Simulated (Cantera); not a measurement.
An isothermal, constant-pressure homogeneous reactor starts with NH3 : H2 = 1 : 0.12 (molar parts), at 2225 K and 0.266 atm. Integrator tolerance rtol = 1e-08.

Computed with Cantera and the gas-phase N/H chemistry of the illustrative SiF4/NH3 mechanism in the Surface Chemkin manual (1991). Walls and surfaces, which speed up NH3 decomposition in real reactors, are not modelled.

Problem. What does this change do: temperature 2225 to 1875 K?

Solution. 
```csv
quantity,before,after
x(NH3) at 1.00 s,4.86e-6 (gas-phase equilibrium 1.23e-6),0.131 (gas-phase equilibrium 2.18e-6)
x(H2) at 1.00 s,0.755 (gas-phase equilibrium 0.755),0.667 (gas-phase equilibrium 0.763)
x(N) at 1.00 s,6.13e-8 (gas-phase equilibrium 1.55e-8),2.56e-7 (gas-phase equilibrium 1.23e-10)
x(NH2) at 1.00 s,2.19e-7 (gas-phase equilibrium 5.54e-8),0.000175 (gas-phase equilibrium 8.79e-9)
x(N2H2) at 1.00 s,<1e-12 (gas-phase equilibrium <1e-12),3.01e-7 (gas-phase equilibrium <1e-12)
x(H) at 1.00 s,0.0109 (gas-phase equilibrium 0.0109),0.000323 (gas-phase equilibrium 0.00111)
```
